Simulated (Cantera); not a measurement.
# Thermodynamics of silicon epitaxy and polysilicon growth, feed SiH2Cl2 + HCl + H2

Input: 1 mol SiH2Cl2, 0.16 mol HCl, a varied amount of H2, held at 1298.15 K and 1.00 bar.

Method: chemical equilibrium by Gibbs-energy minimisation in Cantera with the NASA 1993 tables (ideal gas, pure condensed phases). Candidate condensed phases: Si; 19 gas species. The tables' values for SiCl3 are old estimates; treat these amounts as uncertain. Equilibrium is a limit: real reactors are often held back by kinetics, nucleation or transport.

From 41 mol H2 to 210 mol H2 the condensed part is Si(s). The main Si-bearing gas is SiCl2 throughout. The share of Si in condensed phases is highest at 210 mol H2 (91.4 %) and lowest at 41 mol H2 (67.7 %).

| n(H2) (mol) | log p H2 | log p HCl | log p SiCl2 | log p SiHCl3 | log p SiCl4 | log p SiCl3 | log p SiH2Cl2 | log p SiH3Cl | n Si(s) |
|---|---|---|---|---|---|---|---|---|---|
| 41 | -0.02 | -1.54 | -2.63 | -2.63 | -2.81 | -3.11 | -3.31 | -4.54 | 0.677 |
| 54 | -0.01 | -1.60 | -2.76 | -2.83 | -3.07 | -3.31 | -3.44 | -4.60 | 0.724 |
| 71 | -0.01 | -1.67 | -2.91 | -3.05 | -3.36 | -3.52 | -3.58 | -4.67 | 0.770 |
| 93 | -0.01 | -1.75 | -3.07 | -3.28 | -3.68 | -3.76 | -3.74 | -4.74 | 0.814 |
| 120 | -0.01 | -1.83 | -3.23 | -3.53 | -4.01 | -4.01 | -3.90 | -4.82 | 0.852 |
| 160 | -0.01 | -1.93 | -3.43 | -3.83 | -4.41 | -4.31 | -4.10 | -4.92 | 0.888 |
| 210 | 0.00 | -2.03 | -3.64 | -4.14 | -4.82 | -4.62 | -4.30 | -5.02 | 0.914 |
log p: log10 of the partial pressure in bar; n: condensed amount in mol.
